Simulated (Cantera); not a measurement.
Cantera with NASA thermochemical tables; ideal gases at 1 bar, condensed phases pure. Values are per mole of reaction as written; species without (g) are pure solids or liquids, kept so even where they would boil at 1 bar. TaC: taken at fixed stoichiometry.

**Question.** Between 398 and 698 K, where is each reaction favourable under standard conditions?
- 5 TaC + 2 Ta₂O₅ → 9 Ta + 5 CO₂(g)
- 10 N(g) + 2 C + Ta₂O₅ → 5 N₂O(g) + 2 TaC
- 2 NO(g) + 2 TaO₂(g) → Ta₂O₅ + N₂O(g)

**Answer.** 
- 5 TaC + 2 Ta₂O₅ → 9 Ta + 5 CO₂(g): ΔG° is 2470 kJ at 398 K and 2198 kJ at 698 K; it stays positive (K < 1). ΔH° is 2816 kJ and ΔS° 885 J/K at 698 K.
- 10 N(g) + 2 C + Ta₂O₅ → 5 N₂O(g) + 2 TaC: ΔG° is -2359 kJ at 398 K and -2194 kJ at 698 K; it stays negative (K > 1). ΔH° is -2592 kJ and ΔS° -570 J/K at 698 K.
- 2 NO(g) + 2 TaO₂(g) → Ta₂O₅ + N₂O(g): ΔG° is -1499 kJ at 398 K and -1320 kJ at 698 K; it stays negative (K > 1). ΔH° is -1729 kJ and ΔS° -586 J/K at 698 K.
